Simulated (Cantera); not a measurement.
## Iron carbonyl, mercury and lead vapours: Hg + O₂ + N₂ + H₂

Feed: 1 mol Hg, 0.077 mol O₂, 95 mol N₂, 0.3 mol H₂, equilibrated at 925 °C and 7.50 Torr.

Cantera equilibrium calculation (NASA polynomials, part measured and part estimated; ideal gas, pure solids and liquids). Candidate condensed phases: H₂O, Hg, HgO; 25 gas species. Rates play no part.

* **x(N₂)**: 0.987
* **x(Hg)**: 0.0104
* **x(H₂O)**: 0.00160
* **x(H₂)**: 0.00152
* **gas amount**: 96.30 mol
* **log10 activity of Hg(l) (absent)**: -6.25
